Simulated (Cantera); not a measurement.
# Low-pressure radical oxidation in H2/O2

An isothermal, constant-pressure homogeneous reactor starts with H₂ : O₂ = 0.025 : 1 (molar parts), at 1098 K and 4.58 Torr.

Cantera simulation using the H2/O2 subset of GRI-Mech 3.0, which has no nitrogen chemistry; the numbers are that mechanism's predictions, not measurements. Radical loss at walls, strong at low pressure, is not modelled.

```
t (s)         x H₂   x O₂     x H₂O     x HO₂      x OH    x H₂O₂       x H
--------  --------  -----  --------  --------  --------  --------  --------
1.00e-6     0.0244  0.976    <1e-12  1.21e-12    <1e-12    <1e-12  1.21e-12
4.78e-6     0.0244  0.976    <1e-12  5.79e-12    <1e-12    <1e-12  5.70e-12
2.29e-5     0.0244  0.976    <1e-12  2.77e-11  1.91e-12    <1e-12  2.58e-11
0.000109    0.0244  0.976  3.90e-12  1.33e-10  3.49e-11    <1e-12  9.92e-11
0.000524    0.0244  0.976  2.50e-10  6.35e-10  4.24e-10    <1e-12  3.32e-10
0.00250     0.0244  0.976   2.16e-8   3.09e-9   1.14e-8  1.31e-12   5.76e-9
0.0120      0.0193  0.972   0.00391   1.40e-6   0.00143   3.18e-8   0.00104
0.0573    0.000203  0.959    0.0225   1.27e-6   0.00118   2.04e-8   0.00223
0.274      9.24e-5  0.968    0.0238   9.67e-7  0.000798   2.12e-8  0.000656
1.31       1.20e-5  0.974    0.0245   3.70e-7  0.000289   1.68e-8   3.03e-5
6.27       7.55e-7  0.975    0.0247   6.01e-8   7.32e-5   6.37e-9   4.92e-7
30.0       5.87e-8  0.975    0.0247   7.19e-9   2.06e-5   1.29e-9   1.09e-8
```
x: mole fraction; the columns are a selection and need not sum to one.

Equilibrium at this temperature and pressure: H₂ 4.04e-10, O₂ 0.975, H₂O 0.0247, HO₂ 1.71e-9, OH 1.72e-6, H₂O₂ 1.68e-11, H 6.41e-12 (gas phase only).
